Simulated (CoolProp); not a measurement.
R410A along the isobar 45.2 bar: fugacity coefficient from the reference equation and from simpler models built on Tc = 71.3 °C, pc = 49.01 bar, ω = 0.296; each cubic takes its own stable root.

The numbers come from the reference Helmholtz-energy equation of state, Lemmon 2003 in CoolProp. It is a pseudo-pure fit of the blend.

| T (°C) | phase | reference |
|---|---|---|
| -17.45 | liquid | 0.09775 |
| -1.25 | liquid | 0.1619 |
| 14.95 | liquid | 0.2483 |
| 31.15 | liquid | 0.3566 |
| 47.35 | liquid | 0.4838 |
| 79.75 | gas | 0.7029 |
| 95.95 | gas | 0.7493 |
| 112.05 | gas | 0.7858 |
| 128.25 | gas | 0.8158 |
| 144.45 | gas | 0.8409 |
| 160.65 | gas | 0.8620 |

Task: How far does each simpler model (Redlich-Kwong, Soave-Redlich-Kwong, Peng-Robinson) lie from the reference over these 11 states: mean and median of the absolute difference, and the worst?

Result: 
- Redlich-Kwong: mean 15.8 %, median 2.1 %, worst +58.6 % at -17.45 °C and 45.2 bar
- Soave-Redlich-Kwong: mean 3.9 %, median 2.7 %, worst +6.6 % at 14.95 °C and 45.2 bar
- Peng-Robinson: mean 1.7 %, median 1.0 %, worst +3.0 % at 14.95 °C and 45.2 bar
